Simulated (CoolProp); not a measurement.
Oxygen at 622.65 K and 0.146 MPa flows at 1.2 m/s in a round tube of 1 mm bore and 15 µm roughness, fully developed (64/Re and Nu = 3.66 if laminar; Colebrook and Gnielinski if turbulent). Each further row changes one setting.

Values from CoolProp's reference Helmholtz-energy equation of state, Schmidt 1985.

| case | Reynolds number | Darcy friction factor | pressure drop (Pa/m) | heat-transfer coefficient (W/(m² K)) | mass flow (kg/h) |
|---|---|---|---|---|---|
| as stated | 30.4 | 2.11 | 1370 | 180 | 0.00306 |
| velocity 2.4 m/s | 60.7 | 1.05 | 2740 | 180 | 0.00612 |
| diameter 2 mm | 60.7 | 1.05 | 342 | 89.9 | 0.0122 |

Above 300 K oxygen's equation is extrapolated.

Viscosity comes from a separate model (Lemmon 2004). Thermal conductivity comes from a separate model (Lemmon 2004).
